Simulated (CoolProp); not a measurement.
Vapour-liquid equilibrium of benzene (1) + p-xylene (2) at 2.42 bar; x and y are mole fractions of (1).

Model: multi-fluid Helmholtz-energy mixture model, Thol 2012 and Zhou 2012; pair parameters Bell 2016, in CoolProp.

**Question.** Give the bubble temperature and the first vapour's composition at x = 0.05, 0.2, 0.35. Is there an azeotrope?

**Answer.** x = 0.05: 168.8 °C, y = 0.148; x = 0.2: 154.5 °C, y = 0.476; x = 0.35: 142.8 °C, y = 0.679. No azeotrope shows between x = 0.05 and 0.95.

The pair parameters rest on a limited set of measurements; away from them the model extrapolates.
